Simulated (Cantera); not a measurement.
## Low-pressure radical oxidation in H2/O2

An isothermal, constant-pressure homogeneous reactor starts with 3.75 % H2, 70.8 % O2, 25.5 % N2, equivalence ratio 0.026, at 1250 K and 20.0 Torr.

Model: the H2/O2 subset of GRI-Mech 3.0, which has no nitrogen chemistry, integrated in Cantera. Radical loss at walls, strong at low pressure, is not modelled. The temperature is held fixed by assumption; the heat of reaction is taken as removed at once.

```
t (s)         x H2   x O2    x H2O       x H       x O    x H2O2
--------  --------  -----  -------  --------  --------  --------
5.00e-5     0.0375  0.708  1.53e-9   3.74e-9   3.82e-9  1.39e-12
0.000161    0.0375  0.708  3.61e-8   1.88e-8   3.66e-8  1.43e-11
0.000518    0.0375  0.708  4.65e-6   1.45e-6   3.24e-6  1.56e-10
0.00167    0.00258  0.681   0.0293   0.00689    0.0211   2.31e-7
0.00537   0.000540  0.682   0.0338   0.00396    0.0206   1.14e-7
0.0173    0.000303  0.691   0.0358   0.00158    0.0111   1.10e-7
0.0557     8.12e-5  0.699   0.0374  0.000212   0.00290   8.15e-8
0.179      1.16e-5  0.702   0.0380   1.15e-5  0.000416   3.70e-8
0.578      1.53e-6  0.702   0.0381   5.61e-7   5.53e-5   1.14e-8
1.86       2.54e-7  0.702   0.0382   3.84e-8   9.24e-6   3.07e-9
5.99       5.45e-8  0.702   0.0382   3.86e-9   2.00e-6  8.48e-10
19.3       1.59e-8  0.702   0.0382  6.15e-10   5.87e-7  2.90e-10
62.1       9.84e-9  0.702   0.0382  3.00e-10   3.63e-7  1.95e-10
200        9.70e-9  0.702   0.0382  2.94e-10   3.58e-7  1.93e-10
```
x: mole fraction; the columns are a selection and need not sum to one.

Equilibrium at this temperature and pressure: H2 9.70e-9, O2 0.702, H2O 0.0382, H 2.94e-10, O 3.58e-7, H2O2 1.93e-10 (gas phase only).
